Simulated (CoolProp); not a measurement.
A single-stage vapour-compression cycle with R410A: evaporating at 209.15 K (dew point), condensing at 232.15 K (bubble point), superheat 2 K, subcooling 8 K, compressor efficiency 0.65, no pressure losses. Each further row changes one setting.

Computed with CoolProp (reference Helmholtz-energy equation of state, Lemmon 2003). It is a pseudo-pure fit of the blend.

```tsv
case	cooling COP	pressure ratio	discharge temperature (K)	refrigerating effect (kJ/kg)	volumetric capacity (kJ/m³)
as stated	5.57	3.29	277.3	264	572
evaporating temperature 214.15 K	?	2.48	266.5	?	754
condensing temperature 227.15 K	7.25	?	263.8	271	587
subcooling 13 K	5.71	3.29	277.3	271	587
superheat 12 K	?	3.29	289.3	272	558
compressor efficiency 0.55	?	3.29	287.8	264	572
```

### Question
Some entries are withheld; supply them.

### Answer

- evaporating temperature 214.15 K, cooling COP: 7.43
- evaporating temperature 214.15 K, refrigerating effect (kJ/kg): 267
- condensing temperature 227.15 K, pressure ratio: 2.60
- superheat 12 K, cooling COP: 5.45
- compressor efficiency 0.55, cooling COP: 4.71
